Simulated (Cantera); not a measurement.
An isothermal, constant-pressure homogeneous reactor starts with H2 : O2 = 0.0066 : 1 (molar parts), at 1400 K and 10.00 Torr.

Model: GRI-Mech 3.0 (53 species, 325 reactions), integrated in Cantera. Radical loss at walls, strong at low pressure, is not modelled.

x: mole fraction; the columns are a selection and need not sum to one.

```tsv
t (s)	x H2	x O2	x H2O	x OH	x HO2
3.00e-5	0.00656	0.993	6.59e-11	2.22e-9	4.57e-9
7.17e-5	0.00656	0.993	6.26e-10	8.09e-9	1.09e-8
0.000172	0.00656	0.993	4.99e-9	2.53e-8	2.61e-8
0.000410	0.00656	0.993	[?]	[?]	[?]
0.000981	0.00656	0.993	3.71e-7	4.20e-7	1.49e-7
0.00235	0.00654	0.993	1.04e-5	8.51e-6	3.54e-7
0.00561	0.00238	0.989	0.00327	0.00164	4.54e-7
0.0134	1.75e-5	0.987	0.00604	0.000878	2.70e-7
0.0321	1.66e-5	0.987	0.00605	0.000864	2.65e-7
0.0767	1.56e-5	0.988	0.00607	0.000838	2.56e-7
0.183	1.36e-5	0.988	0.00611	0.000781	2.37e-7
0.439	1.00e-5	0.990	0.00619	0.000671	2.00e-7
1.05	5.58e-6	0.991	0.00630	0.000502	1.43e-7
2.51	[?]	0.993	0.00641	[?]	[?]
6.00	6.27e-7	0.993	0.00649	0.000169	3.67e-8
```

Question: Some entries are withheld; supply them.

Answer: 
- 0.000410, x H2O: 3.81e-8
- 0.000410, x OH: 8.34e-8
- 0.000410, x HO2: 6.24e-8
- 2.51, x H2: 2.17e-6
- 2.51, x OH: 0.000313
- 2.51, x HO2: 7.98e-8
